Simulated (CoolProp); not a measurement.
A closed Brayton cycle with carbon dioxide: compressor inlet 313.15 K and 9.2 MPa, high pressure 30.5 MPa, turbine inlet 695 K, compressor efficiency 0.89, turbine efficiency 0.93, recuperator effectiveness 0.9 (on enthalpy, no pinch check). Each further row changes one setting.

The numbers come from the reference Helmholtz-energy equation of state, Span 1996 in CoolProp.

```tsv
case	thermal efficiency (%)	net work (kJ/kg)	compressor to turbine work	compressor exit (K)	turbine exit (K)
as stated	33.2	92.5	0.29	363.2	561.4
turbine inlet 645 K	30.7	80.2	0.32	363.2	516.5
compressor inlet 323.15 K	30.7	74.9	0.42	410.3	561.4
high pressure 25.9 MPa	32.1	84.1	0.26	355.7	579.1
recuperator effectiveness 0.5	24.6	92.5	0.29	363.2	561.4
```
